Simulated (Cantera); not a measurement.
Standard-state values (1 bar) from the NASA 1993 polynomials, evaluated with Cantera. Values are per mole of reaction as written; species without (g) are pure solids or liquids, kept so even where they would boil at 1 bar.

**Question.** Between 848 and 1598 K, where is each reaction favourable under standard conditions?
- 6 V + 5 O₃(g) = 3 V₂O₅

**Answer.** 
- 6 V + 5 O₃(g) = 3 V₂O₅: ΔG° is -4557 kJ at 848 K and -4048 kJ at 1598 K; it stays negative (K > 1). ΔH° is -5052 kJ and ΔS° -629 J/K at 1598 K.
